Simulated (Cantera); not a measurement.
A closed system holds: 1 mol SiC, 0.018 mol N2O, 2.1 mol N2, at 43.0 mbar.

Method: chemical equilibrium by Gibbs-energy minimisation in Cantera with the NASA 1993 tables (ideal gas, pure condensed phases). Candidate condensed phases: C, Si, SiC, SiO2, Si2N2O, Si3N4; 34 gas species. Mutual solubility and eutectic melting of coexisting phases are not modelled. The tables' values for SiN are old estimates; treat these amounts as uncertain. Equilibrium is a limit: real reactors are often held back by kinetics, nucleation or transport.

x: gas mole fraction; n: condensed amount in mol.

```tsv
T (K)	x N2	x CO	x SiO	x Si	x SiN	x Si2C	n C(graphite)	n Si2N2O(s)	n Si3N4(s)	n SiC(s)
1150	1.00	___	1.45e-12	<1e-12	<1e-12	<1e-12	1.00	0.0180	0.321	0
1250	1.000	___	1.90e-10	<1e-12	<1e-12	<1e-12	1.000	0.0180	0.321	0
1350	1.000	___	1.20e-8	5.53e-12	3.00e-12	<1e-12	1.000	0.0179	0.321	0
1450	1.000	___	4.21e-7	3.87e-10	1.29e-10	<1e-12	1.000	0.0176	0.322	0
1550	0.994	0.00564	1.83e-5	7.90e-9	1.71e-9	1.76e-11	0	0.00597	0	0.988
1650	0.994	0.00558	0.000214	2.58e-7	3.83e-8	1.14e-9	0	0.00570	0	0.988
1750	0.993	___	0.00182	5.78e-6	6.16e-7	4.67e-8	0	0.00341	0	0.989
1850	0.992	0.00425	0.00418	5.60e-5	4.44e-6	7.70e-7	0	0	0	0.991
1950	0.991	0.00437	0.00406	0.000266	1.62e-5	5.87e-6	0	0	0	0.991
2050	0.990	___	0.00362	0.00101	4.81e-5	3.38e-5	0	0	0	0.990
```

Task: Fill in the missing entries.

Result: 
- 1150, x CO: 2.40e-7
- 1250, x CO: 3.77e-6
- 1350, x CO: 3.92e-5
- 1450, x CO: 0.000293
- 1750, x CO: 0.00503
- 2050, x CO: 0.00479
